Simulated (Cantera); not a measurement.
An adiabatic, constant-pressure homogeneous reactor starts with 13.2 % CH4, 4.50 % CO, 13.0 % O2, 69.2 % N2, equivalence ratio 2.2, at 1525 K and 0.220 bar.

Detailed kinetics in Cantera: GRI-Mech 3.0 (53 species, 325 reactions).

One state of this run: T (K) = 2332; x CH4 = 4.82e-10; x CO = 0.139; x O2 = 5.69e-6; x CO2 = 0.0172; x HCN = 1.14e-5; x C2H = 3.27e-12; x C2H4 = <1e-12. x: mole fraction; the columns are a selection and need not sum to one.

### Question
Which value of t (s) does it belong to?
(A) 0.0398
(B) 0.0159
(C) 4.00e-6
(D) 0.00100

### Answer
B, 0.0159
